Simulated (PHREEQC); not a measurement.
A made-up water analysis in mg/kgw, 20 °C, pH 6.22, pe 8.3:

```json
[
 {"constituent": "Na", "mg/kgw": "7.24"},
 {"constituent": "K", "mg/kgw": "2.91"},
 {"constituent": "Ca", "mg/kgw": "7.54"},
 {"constituent": "Mg", "mg/kgw": "0.17"},
 {"constituent": "Cl", "mg/kgw": "9.89"},
 {"constituent": "S(6) as SO4", "mg/kgw": "0.632"},
 {"constituent": "Alkalinity as HCO3", "mg/kgw": "29.3"},
 {"constituent": "O(0) (dissolved oxygen)", "mg/kgw": "0.716"},
 {"constituent": "N(5) as NO3", "mg/kgw": "0.117"},
 {"constituent": "F", "mg/kgw": "0.04"}
]
```

Valence states are taken as typed.

Computed with PHREEQC (ion-association model, wateq4f.dat).

No solid was allowed to form.

Q: Estimate the charge-balance error.

A: charge-balance error 0.2 %.

Q: In which forms is S present?

A: SO4-2 97 %, CaSO4 2.6 % of the S.

Complexes and solids missing from the database can't appear.
